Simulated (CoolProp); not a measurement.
Vapour-liquid equilibrium of propane (1) + toluene (2) at 0.216 MPa; x and y are mole fractions of (1).

Values from CoolProp's multi-fluid Helmholtz-energy mixture model, Lemmon 2009 and Lemmon 2006; pair parameters Bell 2016.

```json
[
 {"x": "0.05", "bubble temperature (°C)": "74.1", "y at the bubble point": "0.852", "dew temperature at overall composition x (°C)": "___", "liquid density (mol/L)": "8.951"},
 {"x": "0.2", "bubble temperature (°C)": "10.1", "y at the bubble point": "0.993", "dew temperature at overall composition x (°C)": "___", "liquid density (mol/L)": "10.01"},
 {"x": "0.35", "bubble temperature (°C)": "___", "y at the bubble point": "___", "dew temperature at overall composition x (°C)": "122.0", "liquid density (mol/L)": "10.60"},
 {"x": "0.5", "bubble temperature (°C)": "___", "y at the bubble point": "0.999", "dew temperature at overall composition x (°C)": "112.3", "liquid density (mol/L)": "11.12"},
 {"x": "0.65", "bubble temperature (°C)": "___", "y at the bubble point": "0.999", "dew temperature at overall composition x (°C)": "100.1", "liquid density (mol/L)": "11.60"},
 {"x": "0.8", "bubble temperature (°C)": "___", "y at the bubble point": "0.999", "dew temperature at overall composition x (°C)": "82.6", "liquid density (mol/L)": "12.07"},
 {"x": "0.95", "bubble temperature (°C)": "-22.0", "y at the bubble point": "1.000", "dew temperature at overall composition x (°C)": "46.9", "liquid density (mol/L)": "12.53"}
]
```

### Question
What belongs in the gaps?

### Answer

- 0.05, dew temperature at overall composition x (°C): 137.4
- 0.2, dew temperature at overall composition x (°C): 130.2
- 0.35, bubble temperature (°C): -5.5
- 0.35, y at the bubble point: 0.998
- 0.5, bubble temperature (°C): -12.0
- 0.65, bubble temperature (°C): -15.7
- 0.8, bubble temperature (°C): -18.6

No azeotrope shows between x = 0.05 and 0.95.

Pair parameters are fitted to limited data, so mixtures are less certain than the pure fluids. With so large a gap from Raoult's law the liquid may split in two, which this calculation doesn't test in full.
